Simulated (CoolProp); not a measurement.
A simple Rankine cycle with R227EA: condensing at 297.15 K, boiler at 2.4 MPa, turbine inlet 474 K, turbine efficiency 0.9, pump efficiency 0.7, no recuperator. Each further row changes one setting.

Values from CoolProp's reference Helmholtz-energy equation of state, Lemmon 2016.

```csv
case,thermal efficiency (%),net work (kJ/kg),heat in (kJ/kg),turbine exit temperature (K),volume ratio over the turbine
as stated,10.9,29.4,269,433.9,5.48
condensing temperature 289.15 K,12.2,34.0,279,428.7,7.03
boiler pressure 1.68 MPa,8.9,24.2,274,443.4,3.78
turbine efficiency 0.8,9.6,25.9,269,437.4,5.53
```
